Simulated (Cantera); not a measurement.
# Gas-phase reforming

A perfectly stirred reactor is fed with CH4 : CO2 : H2 = 1 : 0.47 : 0.18 (molar parts), at 1.01 bar; it is held at 1873 K, and followed from long to short residence time.

Model: GRI-Mech 3.0 (53 species, 325 reactions), integrated in Cantera. GRI-Mech 3.0 stops at C3 and has no aromatics, soot or wall deposition, so with more carbon than oxygen in the feed, carbon stays in small species such as C2H2 where larger ones or solid carbon would form.

| τ (s) | x CH4 | x CO2 | x H2 | x CH2O | x C2H6 | x CH2CO |
|---|---|---|---|---|---|---|
| 0.38 | 0.0178 | 0.00454 | 0.570 | 2.35e-7 | 3.94e-6 | 1.17e-5 |
| 0.14 | 0.0274 | 0.00897 | 0.539 | 5.74e-7 | 9.41e-6 | 2.36e-5 |
| 0.055 | 0.0413 | 0.0160 | 0.501 | 1.36e-6 | 2.19e-5 | 4.03e-5 |
| 0.021 | 0.0640 | 0.0294 | 0.460 | 3.09e-6 | 5.31e-5 | 5.84e-5 |
| 0.0078 | 0.104 | 0.0581 | 0.424 | 6.58e-6 | 0.000133 | 6.54e-5 |
| 0.0029 | 0.170 | 0.110 | 0.392 | 1.30e-5 | 0.000322 | 5.16e-5 |
| 0.0011 | 0.265 | 0.174 | 0.349 | 2.31e-5 | 0.000696 | 2.84e-5 |
| 0.00042 | 0.376 | 0.226 | 0.279 | 3.66e-5 | 0.00129 | 1.11e-5 |
| 0.00016 | 0.481 | 0.260 | 0.200 | 4.81e-5 | 0.00187 | 2.69e-6 |
x: mole fraction; the columns are a selection and need not sum to one.
